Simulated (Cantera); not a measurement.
**Moist CO burnout**

A perfectly stirred reactor is fed with CO : O2 : H2O : N2 = 0.024 : 0.071 : 0.0052 : 1 (molar parts), at 0.190 bar; it is held at 1200 K, and followed from long to short residence time.

Model: GRI-Mech 3.0 (53 species, 325 reactions), integrated in Cantera.

| τ (s) | x CO | x O2 | x H2O | x CO2 | x H2O2 |
|---|---|---|---|---|---|
| 1.9 | 0.000411 | 0.0543 | 0.00474 | 0.0216 | 3.01e-8 |
| 0.76 | 0.000753 | 0.0545 | 0.00472 | 0.0213 | 4.09e-8 |
| 0.31 | 0.00135 | 0.0547 | 0.00469 | 0.0207 | 5.13e-8 |
| 0.13 | 0.00236 | 0.0550 | 0.00464 | 0.0197 | 5.95e-8 |
| 0.051 | 0.00420 | 0.0557 | 0.00454 | 0.0178 | 6.41e-8 |
| 0.021 | 0.00703 | 0.0568 | 0.00442 | 0.0149 | 6.36e-8 |
| 0.0085 | 0.0112 | 0.0586 | 0.00432 | 0.0107 | 5.81e-8 |
| 0.0035 | 0.0162 | 0.0609 | 0.00436 | 0.00567 | 4.79e-8 |
x: mole fraction; the columns are a selection and need not sum to one.
